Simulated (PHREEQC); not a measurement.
Dissolve 0.019 mol HF, 0.057 mol NH4F and 0.13 mol HCl per kg of water at 5 °C. Closed to the air; pH follows from the charge balance.

Model: ion-association model, phreeqc.dat, run in PHREEQC.

Each row changes one thing in this solution. This is a speciation only: nothing precipitates in the calculation.

```json
[
 {"case": "as made", "pH": "1.21", "ionic strength (mol/kgw)": "0.132", "HF (mol/kgw)": "0.0737", "F- (mol/kgw)": "0.00156", "HF2- (mol/kgw)": "0.000357", "NH3 (mol/kgw)": "8.18e-11"},
 {"case": "HCl left out", "pH": "3.46", "ionic strength (mol/kgw)": "0.0574", "HF (mol/kgw)": "0.0159", "F- (mol/kgw)": "0.0547", "HF2- (mol/kgw)": "0.00271", "NH3 (mol/kgw)": "1.63e-8"},
 {"case": "HCl from 0.13 to 0.117 mol/kgw", "pH": "1.29", "ionic strength (mol/kgw)": "0.119", "HF (mol/kgw)": "0.0733", "F- (mol/kgw)": "0.00184", "HF2- (mol/kgw)": "0.000418", "NH3 (mol/kgw)": "9.95e-11"},
 {"case": "0.0018 mol/kgw NaHCO3 added", "pH": "1.22", "ionic strength (mol/kgw)": "0.132", "HF (mol/kgw)": "0.0737", "F- (mol/kgw)": "0.00160", "HF2- (mol/kgw)": "0.000365", "NH3 (mol/kgw)": "8.38e-11"},
 {"case": "HF from 0.019 to 0.0209 mol/kgw", "pH": "1.21", "ionic strength (mol/kgw)": "0.132", "HF (mol/kgw)": "0.0756", "F- (mol/kgw)": "0.00160", "HF2- (mol/kgw)": "0.000375", "NH3 (mol/kgw)": "8.18e-11"},
 {"case": "HCl from 0.13 to 0.013 mol/kgw", "pH": "3.10", "ionic strength (mol/kgw)": "0.0579", "HF (mol/kgw)": "0.0275", "F- (mol/kgw)": "0.0414", "HF2- (mol/kgw)": "0.00355", "NH3 (mol/kgw)": "7.10e-9"},
 {"case": "NH4F from 0.057 to 0.114 mol/kgw", "pH": "1.67", "ionic strength (mol/kgw)": "0.140", "HF (mol/kgw)": "0.120", "F- (mol/kgw)": "0.00738", "HF2- (mol/kgw)": "0.00275", "NH3 (mol/kgw)": "4.66e-10"},
 {"case": "NH4F from 0.057 to 0.0855 mol/kgw", "pH": "1.40", "ionic strength (mol/kgw)": "0.134", "HF (mol/kgw)": "0.0993", "F- (mol/kgw)": "0.00324", "HF2- (mol/kgw)": "0.000999", "NH3 (mol/kgw)": "1.88e-10"}
]
```

Species that the database lacks are ignored. Away from 25 °C the constants follow the database's enthalpies or fits; those with neither stay at their 25 °C values.
